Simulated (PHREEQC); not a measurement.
# Brackish or sea water: speciation

Synthetic water in mg/L, 4.6 °C, pH 6.76, pe 0.7:

| constituent | mg/L |
|---|---|
| Na | 3190 |
| K | 47.3 |
| Ca | 303 |
| Mg | 348 |
| Cl | 5580 |
| S(6) as SO4 | 1380 |
| Alkalinity as HCO3 | 0.0868 |
| Li | 1.76 |

Cl is adjusted to close the charge balance.
Valence states are taken as typed.

Computed with PHREEQC (ion-association model, phreeqc.dat).

```
Item                          Value
--------------------  -------------
ionic strength        0.208 mol/kgw
activity of water             0.994
specific conductance    10100 µS/cm
density                 1.009 g/cm³
```

```csv
species,molality,activity,log γ
Cl-,0.157,0.113,-0.143
Na+,0.139,0.104,-0.123
Mg+2,0.0128,0.00448,-0.455
SO4-2,0.0100,0.00299,-0.526
Ca+2,0.00670,0.00220,-0.483
NaSO4-,0.00181,0.00136,-0.125
```

Precipitation was switched off in this run. Complexes and solids missing from the database can't appear. Away from 25 °C the constants follow the database's enthalpies or fits; those with neither stay at their 25 °C values.
